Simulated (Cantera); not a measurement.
What does this Cantera script print?

```python
import numpy as np
import cantera as ct

surf = ct.Interface("ptcombust.yaml", "Pt_surf")
gas = surf.adjacent["gas"]
gas.TPX = 300, 2800, {'CH4': 0.076, 'O2': 0.12, 'N2': 0.79}
jet = ct.ImpingingJet(gas=gas, width=0.075, surface=surf)
jet.inlet.mdot, jet.inlet.T, jet.inlet.X = 0.022, 300, {'CH4': 0.076, 'O2': 0.12, 'N2': 0.79}
jet.set_refine_criteria(ratio=10, slope=0.2, curve=0.3)
show, cover = ['CH4', 'O2', 'H2O', 'OH', 'CO', 'CO2'], ["PT(S)", "H(S)", "O(S)", "OH(S)", "CO(S)", "C(S)"]

rows = []
print(f"{'Ts/K':>7s}" + "".join(f"{s:>11s}" for s in show + cover) + "   (gas at the wall, coverages)")
for i, Ts in enumerate([900, 950, 1000, 1050, 1100]):
    jet.surface.T = Ts
    if i == 0:
        surf.TP = Ts, 2800
        surf.coverages = "PT(S):0.5, O(S):0.5"
        surf.advance_coverages(1.0)
        jet.set_initial_guess(products="inlet")
    jet.solve(loglevel=0, auto=(i == 0))
    rows.append([*(jet.X[gas.species_index(s), -1] for s in show), *surf[cover].coverages])
    print(f"{Ts:7g}" + "".join(f"{x:11.3e}" for x in rows[-1]))
```

It prints:

```
   Ts/K        CH4         O2        H2O         OH         CO        CO2      PT(S)       H(S)       O(S)      OH(S)      CO(S)       C(S)   (gas at the wall, coverages)
    900  1.045e-02  4.896e-03  1.219e-01  4.520e-10  4.858e-02  2.452e-02  7.432e-01  1.248e-04  2.981e-05  1.949e-05  2.537e-01  2.956e-03
    950  8.283e-03  4.041e-03  1.249e-01  1.085e-09  5.538e-02  1.913e-02  8.458e-01  2.476e-04  1.887e-05  1.333e-05  1.508e-01  3.117e-03
   1000  7.227e-03  3.657e-03  1.252e-01  2.815e-09  5.765e-02  1.775e-02  9.161e-01  3.750e-04  1.689e-05  1.082e-05  8.110e-02  2.393e-03
   1050  6.794e-03  3.543e-03  1.237e-01  7.680e-09  5.693e-02  1.913e-02  9.565e-01  4.609e-04  1.961e-05  9.974e-06  4.153e-02  1.457e-03
   1100  6.673e-03  3.569e-03  1.212e-01  2.066e-08  5.454e-02  2.210e-02  9.775e-01  5.031e-04  2.596e-05  9.827e-06  2.112e-02  8.010e-04
```

Cantera simulation using Deutschmann's 1995 Pt surface mechanism with GRI-Mech 3.0 gas chemistry; the numbers are that mechanism's predictions, not measurements. Catalytic surfaces can have several steady states; this one follows from the mechanism file's or the stated starting coverage.
